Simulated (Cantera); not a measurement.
Dilute partial oxidation

An isothermal, constant-pressure homogeneous reactor starts with 1.37 % CH₄, 0.831 % O₂, 97.8 % N₂, at 1400 K and 3750 Torr.

Computed with Cantera and GRI-Mech 3.0 (53 species, 325 reactions).

| t (s) | x CH₄ | x O₂ | x NO₂ | x CH₂CO | x HO₂ | x CH₂O |
|---|---|---|---|---|---|---|
| 0.000800 | 0.0137 | 0.00831 | <1e-12 | 9.94e-12 | 7.22e-8 | 1.29e-6 |
| 0.00222 | 0.0137 | 0.00830 | <1e-12 | 4.68e-10 | 7.88e-8 | 6.21e-6 |
| 0.00616 | 0.0136 | 0.00828 | <1e-12 | 1.17e-8 | 1.20e-7 | 2.15e-5 |
| 0.0171 | 0.0133 | 0.00814 | <1e-12 | 4.25e-7 | 2.31e-7 | 5.60e-5 |
| 0.0474 | 0.0114 | 0.00708 | 2.35e-12 | 2.34e-5 | 4.70e-7 | 6.99e-5 |
| 0.132 | 0.00457 | 0.000548 | 7.54e-12 | 1.99e-5 | 8.57e-8 | 3.84e-6 |
| 0.365 | 0.00418 | 5.17e-5 | <1e-12 | 1.42e-6 | 4.27e-9 | 2.61e-7 |
| 1.01 | 0.00394 | 1.44e-6 | <1e-12 | 1.90e-7 | 1.06e-10 | 2.43e-8 |
| 2.81 | 0.00346 | 7.31e-11 | <1e-12 | 1.62e-7 | <1e-12 | 1.50e-8 |
| 7.79 | 0.00265 | <1e-12 | <1e-12 | 1.70e-7 | <1e-12 | 1.09e-8 |
| 21.6 | 0.00178 | <1e-12 | <1e-12 | 1.73e-7 | <1e-12 | 7.44e-9 |
| 60.0 | 0.00140 | <1e-12 | <1e-12 | 1.39e-7 | <1e-12 | 4.93e-9 |
x: mole fraction; the columns are a selection and need not sum to one.

Equilibrium at this temperature and pressure: CH₄ 3.22e-8, O₂ <1e-12, NO₂ <1e-12, CH₂CO <1e-12, HO₂ <1e-12, CH₂O 7.15e-10 (gas phase only).
